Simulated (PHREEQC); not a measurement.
A solution holds 0.0015 mol HF, 0.0061 mol (CH3)4NF and 0.0073 mol H2SO4 per kg of water, at 25 °C. Closed to the air; pH follows from the charge balance.

Equilibrium calculation in PHREEQC: ion-association model, wateq4f.dat.

No solid was allowed to form.

Problem. Estimate the pH, ionic strength.

Solution. pH 2.19; ionic strength 0.0184 mol/kgw.

Problem. In which forms is F present?

Solution. HF 86 %, F- 10 %, H2F2 3.0 %, HF2- 0.5 % of the F.

Species that the database lacks are ignored. (CH3)4N+ isn't in the database: it is added as a free cation with an ion size of 4 Å.
